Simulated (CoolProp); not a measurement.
Properties of isopentane along the isotherm 226.85 °C.

Model: reference Helmholtz-energy equation of state, Lemmon 2006, in CoolProp. It is a short technical equation, of lower accuracy than the large ones.

```json
[
 {"p (kPa)": "3750", "phase": "supercritical", "Z": "0.6371", "cp (kJ/(kg K))": "3.319", "speed of sound (m/s)": "165.8", "isothermal compressibility (1/MPa)": "___", "conductivity (mW/(m K))": "47.5", "fugacity coefficient": "0.7253"},
 {"p (kPa)": "7510", "phase": "supercritical", "Z": "0.3882", "cp (kJ/(kg K))": "3.796", "speed of sound (m/s)": "___", "isothermal compressibility (1/MPa)": "___", "conductivity (mW/(m K))": "60.9", "fugacity coefficient": "0.4990"},
 {"p (kPa)": "11300", "phase": "supercritical", "Z": "0.4966", "cp (kJ/(kg K))": "3.326", "speed of sound (m/s)": "359.7", "isothermal compressibility (1/MPa)": "0.02570", "conductivity (mW/(m K))": "66.4", "fugacity coefficient": "0.3963"},
 {"p (kPa)": "15000", "phase": "supercritical", "Z": "___", "cp (kJ/(kg K))": "3.191", "speed of sound (m/s)": "440.3", "isothermal compressibility (1/MPa)": "0.01534", "conductivity (mW/(m K))": "71.2", "fugacity coefficient": "0.3491"},
 {"p (kPa)": "18800", "phase": "supercritical", "Z": "0.7317", "cp (kJ/(kg K))": "3.120", "speed of sound (m/s)": "506.0", "isothermal compressibility (1/MPa)": "0.01083", "conductivity (mW/(m K))": "75.6", "fugacity coefficient": "0.3240"},
 {"p (kPa)": "22500", "phase": "supercritical", "Z": "0.8454", "cp (kJ/(kg K))": "3.076", "speed of sound (m/s)": "560.2", "isothermal compressibility (1/MPa)": "0.008414", "conductivity (mW/(m K))": "79.4", "fugacity coefficient": "0.3119"},
 {"p (kPa)": "26300", "phase": "supercritical", "Z": "___", "cp (kJ/(kg K))": "___", "speed of sound (m/s)": "609.1", "isothermal compressibility (1/MPa)": "0.006846", "conductivity (mW/(m K))": "83.0", "fugacity coefficient": "0.3071"},
 {"p (kPa)": "30000", "phase": "supercritical", "Z": "1.070", "cp (kJ/(kg K))": "3.023", "speed of sound (m/s)": "651.8", "isothermal compressibility (1/MPa)": "___", "conductivity (mW/(m K))": "86.2", "fugacity coefficient": "___"},
 {"p (kPa)": "33800", "phase": "supercritical", "Z": "1.181", "cp (kJ/(kg K))": "3.006", "speed of sound (m/s)": "691.9", "isothermal compressibility (1/MPa)": "0.005008", "conductivity (mW/(m K))": "89.4", "fugacity coefficient": "0.3123"}
]
```

What belongs in the gaps?


- 3750, isothermal compressibility (1/MPa): 0.4646
- 7510, speed of sound (m/s): 238.0
- 7510, isothermal compressibility (1/MPa): 0.07790
- 15000, Z: 0.6130
- 26300, Z: 0.9602
- 26300, cp (kJ/(kg K)): 3.046
- 30000, isothermal compressibility (1/MPa): 0.005796
- 30000, fugacity coefficient: 0.3077

Thermal conductivity comes from a separate model (Vassiliou 2015).
